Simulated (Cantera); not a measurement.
A closed system holds: 1 mol Fe3O4, 0.31 mol C, a varied amount of H2, held at 1877 °C and 1.33 mbar.

Equilibrium computed with Cantera from the NASA thermochemical tables; the gas is ideal and each condensed phase is pure. Candidate condensed phases: C, C6H6, C7H8, C8H18, Fe, Fe(CO)5, FeO, Fe(OH)2, Fe(OH)3, Fe2O3, Fe3O4, H2O; 114 gas species. The tables' stoichiometric FeO is somewhat more stable than real wüstite, so its field is too wide. FeO: taken at fixed stoichiometry. Kinetics and transport are ignored.

### Question
Which condensed phases are stable at each of these points (n(H2) (mol)): 0.63, 1.7, 2.8, 3.8, 4.9, 6, 7, 8.1, 9.2, 10?

### Answer
```json
[
 {"n(H2) (mol)": "0.63", "condensed phases": "FeO(l)", "Fe condensed (%)": "95.9"},
 {"n(H2) (mol)": "1.7", "condensed phases": "FeO(l)", "Fe condensed (%)": "76.3"},
 {"n(H2) (mol)": "2.8", "condensed phases": "FeO(l)", "Fe condensed (%)": "53.0"},
 {"n(H2) (mol)": "3.8", "condensed phases": "FeO(l)", "Fe condensed (%)": "31.4"},
 {"n(H2) (mol)": "4.9", "condensed phases": "FeO(l)", "Fe condensed (%)": "7.6"},
 {"n(H2) (mol)": "6", "condensed phases": "gas only", "Fe condensed (%)": "0.0"},
 {"n(H2) (mol)": "7", "condensed phases": "gas only", "Fe condensed (%)": "0.0"},
 {"n(H2) (mol)": "8.1", "condensed phases": "gas only", "Fe condensed (%)": "0.0"},
 {"n(H2) (mol)": "9.2", "condensed phases": "gas only", "Fe condensed (%)": "0.0"},
 {"n(H2) (mol)": "10", "condensed phases": "gas only", "Fe condensed (%)": "0.0"}
]
```

From 0.63 mol H2 to 4.9 mol H2 the condensed part is FeO(l). From 6 mol H2 to 10 mol H2 nothing is condensed.
